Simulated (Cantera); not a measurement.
A closed system holds: 1 mol Si2Cl6, 7.3 mol N2, at 1125 K and 1.33 mbar.

Cantera equilibrium calculation (NASA polynomials, part measured and part estimated; ideal gas, pure solids and liquids). Candidate condensed phases: Si, Si3N4; 13 gas species. The feed counts by its element totals alone. N2 is the only nitrogen source here; it is nearly inert below about 1500 K, so the nitride shown seldom forms there in practice. The tables' values for SiCl3 are old estimates; treat these amounts as uncertain. Rates play no part.

Base state: N2 0.822, SiCl4 0.174, SiCl3 0.00366, SiCl2 0.000948 (mole fractions); condensed: Si3N4(s).

Q: What changes in the equilibrium state with this change: Si2Cl6 replaced by SiH2Cl2?

A: 
```json
[
 {"species": "N2", "before": "0.822", "after": "0.784"},
 {"species": "HCl", "before": "0", "after": "0.165"},
 {"species": "H2", "before": "0", "after": "0.0338"},
 {"species": "SiCl4", "before": "0.174", "after": "0.0163"},
 {"species": "SiHCl3", "before": "0", "after": "5.80e-5"},
 {"species": "SiCl3", "before": "0.00366", "after": "0.000625"},
 {"species": "SiCl2", "before": "0.000948", "after": "0.000295"},
 {"species": "Si3N4(s), mol", "before": "0.163", "after": "0.284"}
]
```
Further candidate phases: NH4Cl.
